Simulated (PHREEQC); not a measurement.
Consider water at 25 °C with 5.8 mol NaCl and 0.036 mol NaHCO3 per kg of water. Closed to the air; pH follows from the charge balance.

All values are PHREEQC results (Pitzer model, pitzer.dat), not measurements.

Problem. The ionic strength comes out as 5.84 mol/kgw. What activity coefficients do HCO3-, Na+, Cl-, CO3-2 get?

Solution. HCO3- 0.27, Na+ 1.5, Cl- 0.61, CO3-2 0.0096. Single-ion values are on the MacInnes scale.

Precipitation was switched off in this run. Complexes and solids missing from the database can't appear. In brines, pH and single-ion activities rest on the MacInnes convention.
